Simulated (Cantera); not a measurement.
Input: 1 mol Si₂H₆, 0.55 mol H₂O, 9.5 mol N₂, equilibrated at 2098.15 K and 10000 Pa.

Method: chemical equilibrium by Gibbs-energy minimisation in Cantera with the NASA 1993 tables (ideal gas, pure condensed phases). Candidate condensed phases: H₂O, Si, SiO₂, Si₂N₂O, Si₃N₄; 35 gas species. The feed counts by its element totals alone. The tables' values for SiN are old estimates; treat these amounts as uncertain. Gases not in the tables: Si₂H₆ and higher silanes. Kinetics and transport are ignored.

Base state: N₂ 0.696, H₂ 0.257, SiO 0.0403, H 0.00494, Si 0.00131, SiH 0.000114, Si₂N 8.64e-5, SiN 7.19e-5 (mole fractions); condensed: Si(l).

Q: What changes in the equilibrium state with this change: H₂O from 0.55 to 0.15 mol?

A: 
| species | before | after |
|---|---|---|
| N₂ | 0.696 | 0.739 |
| H₂ | 0.257 | 0.243 |
| SiO | 0.0403 | 0.0117 |
| SiH₂ | 4.65e-5 | 4.38e-5 |
| SiN | 7.19e-5 | 7.41e-5 |
| Si(l), mol | 1.43 | 1.83 |

Q: What changes in the equilibrium state with this change: pressure from 10000 Pa to 5.20 Pa?

A: 
| species | before | after |
|---|---|---|
| N₂ | 0.696 | 0.581 |
| H | 0.00494 | 0.159 |
| H₂ | 0.257 | 0.138 |
| Si | 0.00131 | 0.0884 |
| SiO | 0.0403 | 0.0337 |
| SiH₂ | 4.65e-5 | 8.75e-7 |
| Si₂N | 8.64e-5 | 4.28e-6 |
| Si₂ | 1.70e-5 | 4.03e-5 |
| Si(l), mol | 1.43 | 0 |
